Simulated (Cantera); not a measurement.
A Cantera script and its output.

```python
import numpy as np
import cantera as ct

gas = ct.Solution("gri30.yaml")
gas.TPX = 1650, 53000, {'C3H8': 1, 'O2': 5.43, 'N2': 41.8}
reactor = ct.IdealGasReactor(gas, energy="on", clone=False)
net = ct.ReactorNet([reactor])
net.rtol, net.atol = 1e-08, 1e-16
show = ['C3H8', 'O2', 'O', 'CH4', 'H2O2']
times = np.geomspace(3e-06, 1, 14)

steps = ct.SolutionArray(gas, extra=["t"])
rows = []
print(f"{'t/s':>10s}{'T/K':>9s}{'P/Pa':>11s}" + "".join(f"{s:>11s}" for s in show))
for t in times:
    while net.time < t:
        t_next = net.step()
        steps.append(gas.state, t=t_next)
    rows.append([np.interp(t, steps.t, y) for y in (steps.T, steps.P, *steps(*show).X.T)])
    print(f"{t:10.3e}{rows[-1][0]:9.1f}{rows[-1][1]:11.4g}" + "".join(f"{x:11.3e}" for x in rows[-1][2:]))
rate = np.gradient(steps.T, steps.t)
print("integrator steps:", len(steps.t))
if steps.T.max() > steps.T[0] + 200:
    print(f"time of steepest temperature rise: {steps.t[rate.argmax()]:.4e} s")
gas.TPX = 1650, 53000, {'C3H8': 1, 'O2': 5.43, 'N2': 41.8}
gas.equilibrate("UV")
print(f"equilibrium (UV): T = {gas.T:.1f} K  " + "  ".join(f"{s} {gas[s].X[0]:.3e}" for s in show))
```

Result:

```
       t/s      T/K       P/Pa       C3H8         O2          O        CH4       H2O2
 3.000e-06   1641.6  5.279e+04  1.985e-02  1.124e-01  9.737e-06  5.594e-06  3.130e-07
 7.979e-06   1629.7  5.254e+04  1.790e-02  1.117e-01  1.524e-05  5.400e-05  1.908e-06
 2.122e-05   1623.0  5.274e+04  1.209e-02  1.085e-01  3.311e-05  4.849e-04  2.445e-06
 5.645e-05   2105.1  7.201e+04  3.646e-09  5.368e-02  2.410e-03  4.796e-04  5.025e-07
 1.501e-04   2316.6  7.924e+04  1.520e-46  2.425e-02  1.177e-02  5.497e-17  5.896e-08
 3.993e-04   2459.1  8.337e+04  6.933e-47  2.225e-02  8.248e-03  4.915e-17  5.220e-08
 1.062e-03   2603.1  8.746e+04  7.558e-47  1.926e-02  4.923e-03  7.336e-17  6.747e-08
 2.825e-03   2638.6  8.842e+04  1.038e-46  1.737e-02  3.934e-03  9.290e-17  7.690e-08
 7.513e-03   2633.2  8.822e+04  1.185e-46  1.611e-02  3.677e-03  9.841e-17  7.355e-08
 1.998e-02   2631.1  8.814e+04  1.239e-46  1.570e-02  3.594e-03  1.003e-16  7.234e-08
 5.315e-02   2631.0  8.814e+04  1.241e-46  1.569e-02  3.592e-03  1.004e-16  7.231e-08
 1.414e-01   2631.0  8.814e+04  1.241e-46  1.569e-02  3.592e-03  1.004e-16  7.231e-08
 3.760e-01   2631.0  8.814e+04  1.241e-46  1.569e-02  3.592e-03  1.004e-16  7.231e-08
 1.000e+00   2631.0  8.814e+04  1.241e-46  1.569e-02  3.592e-03  1.004e-16  7.231e-08
integrator steps: 1519
time of steepest temperature rise: 5.6086e-05 s
equilibrium (UV): T = 2631.0 K  C3H8 2.216e-46  O2 1.569e-02  O 3.592e-03  CH4 1.363e-16  H2O2 7.231e-08
```

Model: GRI-Mech 3.0 (53 species, 325 reactions), integrated in Cantera. GRI-Mech 3.0 was tuned for natural gas; its chemistry of propane as a main component is partial and can be far from experiment.
